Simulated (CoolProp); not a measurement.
Properties of R142b at several states.

Model: reference Helmholtz-energy equation of state, Lemmon 2006, in CoolProp. It is a short technical equation, of lower accuracy than the large ones.

```json
[
 {"T (K)": "182.2", "p (MPa)": "0.926", "phase": "liquid", "Z": "0.04490", "cv (kJ/(kg K))": "0.7201", "expansivity (1/kK)": "1.517", "viscosity (µPa s)": "1230", "Prandtl number": "10.8"},
 {"T (K)": "148.9", "p (MPa)": "0.651", "phase": "liquid", "Z": "0.03675", "cv (kJ/(kg K))": "0.6782", "expansivity (1/kK)": "1.503", "viscosity (µPa s)": "3220", "Prandtl number": "25.6"},
 {"T (K)": "249.1", "p (MPa)": "0.157", "phase": "liquid", "Z": "0.006213", "cv (kJ/(kg K))": "0.8074", "expansivity (1/kK)": "1.792", "viscosity (µPa s)": "407", "Prandtl number": "4.90"},
 {"T (K)": "417.4", "p (MPa)": "0.587", "phase": "gas", "Z": "0.9515", "cv (kJ/(kg K))": "0.9440", "expansivity (1/kK)": "2.825", "viscosity (µPa s)": "14.6", "Prandtl number": "0.739"}
]
```

Viscosity comes from a separate model (Huber 2003), an estimate that may be off by 10 % or more. Thermal conductivity comes from a separate model (Huber 2003), an estimate that may be off by 10 % or more.
